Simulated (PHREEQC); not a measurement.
# Alkaline etch or developer (model solution)

Consider water at 25 °C with 0.031 mol/kgw KOH, 5.3e-07 mol/kgw H4SiO4 and 0.0084 mol/kgw K3PO4. Closed to the air; pH follows from the charge balance.

Model: ion-association model, wateq4f.dat, run in PHREEQC.

Precipitation was switched off in this run.

Q: Estimate the pH, ionic strength.

A: pH 12.41; ionic strength 0.0774 mol/kgw.

Q: In which forms is P present?

A: PO4-3 77 %, HPO4-2 22 %, KHPO4- 0.9 % of the P.

Complexes and solids missing from the database can't appear. H3PO4, which wateq4f.dat lacks, is added to it with the constant of phreeqc.dat.
